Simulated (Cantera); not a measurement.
# Premixed flame

A freely propagating, adiabatic, planar premixed flame of 3.53 % C3H8, 20.3 % O2, 76.2 % N2, equivalence ratio 0.87, unburnt at 473 K and 0.957 atm; mixture-averaged transport, grid criteria slope 0.08 and curve 0.16, no radiation.

Detailed kinetics in Cantera: GRI-Mech 3.0 (53 species, 325 reactions). GRI-Mech 3.0 was tuned for natural gas; its chemistry of propane as a main component is partial and can be far from experiment. Burning velocities carry a grid error of a few per cent, more on coarse grids.

```json
[
 {"z (mm)": "-0.962", "T (K)": "473", "u (m/s)": "0.943", "x C3H8": "0.0353", "x O2": "0.203", "x NO": "<1e-8", "x CH3": "<1e-8", "x HCO": "<1e-8", "x CO2": "1.32e-7"},
 {"z (mm)": "-0.641", "T (K)": "474", "u (m/s)": "0.946", "x C3H8": "0.0352", "x O2": "0.202", "x NO": "<1e-8", "x CH3": "1.22e-8", "x HCO": "<1e-8", "x CO2": "2.89e-6"},
 {"z (mm)": "-0.481", "T (K)": "479", "u (m/s)": "0.957", "x C3H8": "0.0352", "x O2": "0.202", "x NO": "<1e-8", "x CH3": "6.73e-8", "x HCO": "<1e-8", "x CO2": "1.88e-5"},
 {"z (mm)": "-0.321", "T (K)": "512", "u (m/s)": "1.03", "x C3H8": "0.0348", "x O2": "0.198", "x NO": "4.39e-8", "x CH3": "1.05e-6", "x HCO": "<1e-8", "x CO2": "0.000196"},
 {"z (mm)": "-0.160", "T (K)": "812", "u (m/s)": "1.67", "x C3H8": "0.0280", "x O2": "0.170", "x NO": "6.54e-7", "x CH3": "0.000192", "x HCO": "3.60e-7", "x CO2": "0.00345"},
 {"z (mm)": "-0.0801", "T (K)": "1205", "u (m/s)": "2.54", "x C3H8": "0.0120", "x O2": "0.130", "x NO": "1.82e-6", "x CH3": "0.00142", "x HCO": "1.61e-5", "x CO2": "0.0107"},
 {"z (mm)": "0", "T (K)": "1601", "u (m/s)": "3.44", "x C3H8": "0.000575", "x O2": "0.0846", "x NO": "3.97e-6", "x CH3": "0.00119", "x HCO": "8.11e-5", "x CO2": "0.0239"},
 {"z (mm)": "0.0801", "T (K)": "1769", "u (m/s)": "3.81", "x C3H8": "9.73e-7", "x O2": "0.0585", "x NO": "6.99e-6", "x CH3": "0.000112", "x HCO": "2.15e-5", "x CO2": "0.0391"},
 {"z (mm)": "0.160", "T (K)": "1823", "u (m/s)": "3.91", "x C3H8": "<1e-8", "x O2": "0.0482", "x NO": "9.52e-6", "x CH3": "6.21e-6", "x HCO": "1.49e-6", "x CO2": "0.0514"},
 {"z (mm)": "0.321", "T (K)": "1887", "u (m/s)": "4.02", "x C3H8": "<1e-8", "x O2": "0.0412", "x NO": "1.31e-5", "x CH3": "2.03e-8", "x HCO": "6.20e-8", "x CO2": "0.0658"},
 {"z (mm)": "0.641", "T (K)": "1968", "u (m/s)": "4.16", "x C3H8": "<1e-8", "x O2": "0.0369", "x NO": "1.87e-5", "x CH3": "<1e-8", "x HCO": "3.17e-8", "x CO2": "0.0755"},
 {"z (mm)": "1.28", "T (K)": "2056", "u (m/s)": "4.33", "x C3H8": "<1e-8", "x O2": "0.0338", "x NO": "2.78e-5", "x CH3": "<1e-8", "x HCO": "1.48e-8", "x CO2": "0.0809"},
 {"z (mm)": "2.56", "T (K)": "2138", "u (m/s)": "4.47", "x C3H8": "<1e-8", "x O2": "0.0310", "x NO": "4.34e-5", "x CH3": "<1e-8", "x HCO": "<1e-8", "x CO2": "0.0862"}
]
```
x: mole fraction of selected species; z is measured from the peak of heat release.

```yaml
laminar_burning_velocity: 94.2 cm/s
thermal_thickness: 0.321 mm
peak x(CH3): 0.00185
peak x(HCO): 8.11e-5
grid_points: 143
```
